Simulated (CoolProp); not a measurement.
Computed with CoolProp (reference Helmholtz-energy equation of state, Span 2003). It is a short technical equation, of lower accuracy than the large ones.

Q: For n-heptane, give the phase and the speed of sound (m/s), Prandtl number at 594.5 K and 0.19 MPa; 594.5 K and 3.38 MPa.

A: 
- 594.5 K and 0.19 MPa: gas; speed of sound 222, Prandtl number 0.737
- 594.5 K and 3.38 MPa: supercritical; speed of sound 146, Prandtl number 1.16

Viscosity comes from a separate model (Michailidou 2014). Thermal conductivity comes from a separate model (Assael 2013).
